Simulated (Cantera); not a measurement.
A Cantera script and what it prints.

```python
import numpy as np
import cantera as ct

gas_names = """
    O2 B2O2 AL2O NbO2 PbO
""".split()
cond_names = """
    Ti(a) Ti(b) Ti(L) Ti2O3(a) Ti2O3(b) Ti2O3(L) Ti4O7(s) Ti4O7(L) B(b) B(L) AL(cr) AL(L) Nb(cr) Nb(L)
    Pb(cr) Pb(L)
""".split()


# ... load() reads the species with a 1 bar reference pressure and builds the phases ...
species = {s.name: s for s in load("nasa_gas.yaml", gas_names) + load("nasa_condensed.yaml", cond_names)}
# Each term lists the table entries of one substance; the one whose range holds T is used.
reactions = {
    '1.333 Ti + O2(g) = 0.6667 Ti2O3':
        [(-1.3333333333333333, ['Ti(a)', 'Ti(b)', 'Ti(L)']), (-1, ['O2']), (0.6666666666666666, ['Ti2O3(a)', 'Ti2O3(b)', 'Ti2O3(L)'])],
    '1.143 Ti + O2(g) = 0.2857 Ti4O7':
        [(-1.1428571428571428, ['Ti(a)', 'Ti(b)', 'Ti(L)']), (-1, ['O2']), (0.2857142857142857, ['Ti4O7(s)', 'Ti4O7(L)'])],
    '2 B + O2(g) = B2O2(g)':
        [(-2, ['B(b)', 'B(L)']), (-1, ['O2']), (1, ['B2O2'])],
    '4 Al + O2(g) = 2 Al2O(g)':
        [(-4, ['AL(cr)', 'AL(L)']), (-1, ['O2']), (2, ['AL2O'])],
    'Nb + O2(g) = NbO2(g)':
        [(-1, ['Nb(cr)', 'Nb(L)']), (-1, ['O2']), (1, ['NbO2'])],
    '2 Pb + O2(g) = 2 PbO(g)':
        [(-2, ['Pb(cr)', 'Pb(L)']), (-1, ['O2']), (2, ['PbO'])],
}


def pick(names, T):
    return next(species[n] for n in names if species[n].thermo.min_temp <= T <= species[n].thermo.max_temp)


results = []
for label, terms in reactions.items():
    print(label)
    print("     T/K   dH/kJ  dS/(J/K)   dG/kJ   log10 K")
    for T in [1923, 1973, 2023, 2073, 2123, 2173, 2223]:
        used = [(nu, pick(names, T)) for nu, names in terms]
        dH = sum(nu * s.thermo.h(T) for nu, s in used) / 1e6
        dS = sum(nu * s.thermo.s(T) for nu, s in used) / 1e3
        dG = dH - T * dS / 1e3
        logK = -dG * 1e6 / (ct.gas_constant * T * np.log(10))
        results.append((label, T, dH, dS, dG, logK, [s.name for _, s in used]))
        print(f"{T:8g} {dH:8.1f} {dS:8.1f} {dG:8.1f} {logK:8.2f}")
```

Result:

```
1.333 Ti + O2(g) = 0.6667 Ti2O3
     T/K   dH/kJ  dS/(J/K)   dG/kJ   log10 K
    1923   -988.7   -164.9   -671.5    18.24
    1973  -1007.9   -174.8   -663.0    17.55
    2023  -1007.8   -174.8   -654.2    16.89
    2073  -1007.7   -174.7   -645.5    16.26
    2123   -937.8   -141.7   -637.0    15.67
    2173   -937.6   -141.6   -630.0    15.14
    2223   -937.4   -141.5   -622.9    14.64
1.143 Ti + O2(g) = 0.2857 Ti4O7
     T/K   dH/kJ  dS/(J/K)   dG/kJ   log10 K
    1923   -958.0   -166.7   -637.4    17.31
    1973   -909.7   -141.9   -629.6    16.67
    2023   -909.0   -141.6   -622.5    16.07
    2073   -908.3   -141.3   -615.4    15.51
    2123   -907.6   -140.9   -608.4    14.97
    2173   -906.9   -140.6   -601.3    14.45
    2223   -906.3   -140.3   -594.3    13.96
2 B + O2(g) = B2O2(g)
     T/K   dH/kJ  dS/(J/K)   dG/kJ   log10 K
    1923   -466.9     17.5   -500.5    13.59
    1973   -467.5     17.2   -501.4    13.27
    2023   -468.1     16.9   -502.2    12.97
    2073   -468.7     16.6   -503.1    12.68
    2123   -469.4     16.3   -503.9    12.40
    2173   -470.0     15.9   -504.7    12.13
    2223   -470.7     15.6   -505.5    11.88
4 Al + O2(g) = 2 Al2O(g)
     T/K   dH/kJ  dS/(J/K)   dG/kJ   log10 K
    1923   -392.8     78.6   -543.9    14.77
    1973   -394.8     77.5   -547.8    14.50
    2023   -396.9     76.5   -551.6    14.24
    2073   -398.9     75.5   -555.4    14.00
    2123   -401.0     74.5   -559.2    13.76
    2173   -403.1     73.6   -562.9    13.53
    2223   -405.1     72.6   -566.5    13.31
Nb + O2(g) = NbO2(g)
     T/K   dH/kJ  dS/(J/K)   dG/kJ   log10 K
    1923   -213.8     16.5   -245.4     6.67
    1973   -214.4     16.1   -246.2     6.52
    2023   -215.1     15.8   -247.0     6.38
    2073   -215.8     15.4   -247.8     6.24
    2123   -216.5     15.1   -248.6     6.12
    2173   -217.3     14.7   -249.3     5.99
    2223   -218.1     14.4   -250.0     5.88
2 Pb + O2(g) = 2 PbO(g)
     T/K   dH/kJ  dS/(J/K)   dG/kJ   log10 K
    1923    100.1     94.0    -80.7     2.19
    1973     99.1     93.5    -85.3     2.26
    2023     98.1     93.0    -90.0     2.32
    2073     97.2     92.5    -94.6     2.38
    2123     96.2     92.1    -99.3     2.44
    2173     95.2     91.6   -103.8     2.50
    2223     94.2     91.1   -108.4     2.55
```

Standard-state values (1 bar) from the NASA 1993 polynomials, evaluated with Cantera. Condensed species are held in their standard states even where they would react or evaporate.
